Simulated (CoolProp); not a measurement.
Ethanol along the isobar 7.32 MPa: density (kg/m³) from the reference equation and from simpler models built on Tc = 514.7 K, pc = 6.268 MPa, ω = 0.644; each cubic takes its own stable root.

Computed with CoolProp (reference Helmholtz-energy equation of state, Schroeder 2014).

```csv
T (K),phase,reference
224.6,liquid,852.1
249.7,liquid,831.2
274.9,liquid,810.5
300,liquid,789.9
325.2,liquid,768.7
350.3,liquid,746.3
375.5,liquid,721.7
400.6,liquid,693.9
425.8,liquid,661.1
450.9,liquid,622.0
476.1,liquid,574.1
501.2,liquid,506.3
```

Task: How far does each simpler model (Redlich-Kwong, Soave-Redlich-Kwong, Peng-Robinson) lie from the reference over these 12 states: mean and median of the absolute difference, and the worst?

Result: 
- Redlich-Kwong: mean 23.3 %, median 22.5 %, worst -30.1 % at 501.2 K and 7.32 MPa
- Soave-Redlich-Kwong: mean 17.6 %, median 16.1 %, worst -26.2 % at 501.2 K and 7.32 MPa
- Peng-Robinson: mean 7.3 %, median 5.8 %, worst -17.5 % at 501.2 K and 7.32 MPa
